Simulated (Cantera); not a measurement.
FeCl3 + H2O + H2 (halide evaporation, hydrolysis and transport)

Charge: 1 mol FeCl3, 0.25 mol H2O, 15 mol H2.

These are equilibrium values from Cantera (NASA tables, ideal gas, pure condensed phases), not measurements of a reactor. Candidate condensed phases: Fe, FeCl2, FeCl3, FeO, Fe(OH)2, Fe(OH)3, Fe2O3, Fe3O4, H2O; 22 gas species. Condensed phases not in the tables: FeOCl. Kinetics and transport are ignored.

Task: Map the stable condensed phases over T = 527, 602, 677, 752, 827, 902, 977, 1052, 1127, 1202, 1277, 1352 °C and P in Pa = 0.10, 0.46, 2.2, 10, 46, 220, 1000, 4600, 22000, 100000.

Result: 
```
T in °C \ P in Pa
           0.10   0.46    2.2     10     46    220   1000   4600  22000 100000
   1352       A      A      A      B      B      B      B      B      B      B
   1277       A      A      B      B      B      B      B      B      B      B
   1202       A      B      B      B      B      B      B      B      B      B
   1127       B      B      B      B      B      B      B      B      B      B
   1052       B      B      B      B      B      B      B      B      B      B
    977       B      B      B      B      B      B      B      B      B      B
    902       B      B      B      B      B      B      B      B      B      B
    827       B      B      B      B      B      B      B      B      B      B
    752       B      B      B      B      B      B      B      B      B      B
    677       B      B      B      B      B      B      B      B      B      B
    602       B      B      B      B      B      B      B      B      B      C
    527       B      B      B      B      B      B      B      B      C      D
```
A: gas only; B: Fe; C: Fe + FeCl2; D: FeCl2.
